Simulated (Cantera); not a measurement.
# Pyrogenic steam for wet oxidation

An isothermal, constant-pressure homogeneous reactor starts with H2 : O2 : N2 = 1.5 : 1 : 2 (molar parts), equivalence ratio 0.75, at 975 K and 0.150 bar.

Cantera simulation using GRI-Mech 3.0 (53 species, 325 reactions); the numbers are that mechanism's predictions, not measurements. The temperature is held fixed by assumption; the heat of reaction is taken as removed at once.

| t (s) | x H2 | x O2 | x O | x H2O2 | x OH |
|---|---|---|---|---|---|
| 0.000300 | 0.333 | 0.222 | 1.34e-8 | 3.13e-11 | 4.29e-9 |
| 0.000732 | 0.330 | 0.221 | 0.000208 | 2.00e-7 | 7.99e-5 |
| 0.00179 | 0.0125 | 0.0724 | 0.000630 | 4.02e-6 | 0.000784 |
| 0.00436 | 0.00356 | 0.0683 | 6.78e-5 | 2.67e-6 | 0.000114 |
| 0.0107 | 0.00167 | 0.0674 | 1.55e-5 | 2.96e-6 | 3.76e-5 |
| 0.0260 | 0.000875 | 0.0671 | 3.63e-6 | 3.47e-6 | 1.31e-5 |
| 0.0635 | 0.000501 | 0.0669 | 9.32e-7 | 3.23e-6 | 5.05e-6 |
| 0.155 | 0.000265 | 0.0668 | 3.03e-7 | 1.67e-6 | 2.75e-6 |
| 0.378 | 0.000115 | 0.0667 | 7.51e-8 | 4.54e-7 | 1.41e-6 |
| 0.923 | 4.27e-5 | 0.0667 | 1.40e-8 | 7.90e-8 | 6.56e-7 |
| 2.25 | 1.39e-5 | 0.0667 | 2.31e-9 | 1.07e-8 | 3.12e-7 |
| 5.50 | 3.56e-6 | 0.0667 | 3.45e-10 | 1.20e-9 | 1.64e-7 |
| 13.4 | 6.20e-7 | 0.0667 | 4.02e-11 | 1.48e-10 | 8.31e-8 |
| 32.8 | 8.35e-8 | 0.0667 | 5.54e-12 | 3.38e-11 | 4.15e-8 |
| 80.0 | 6.65e-9 | 0.0667 | 2.83e-12 | 1.78e-11 | 3.62e-8 |
x: mole fraction; the columns are a selection and need not sum to one.

Equilibrium at this temperature and pressure: H2 1.64e-10, O2 0.0667, O 4.84e-11, H2O2 8.11e-11, OH 1.69e-7 (gas phase only).
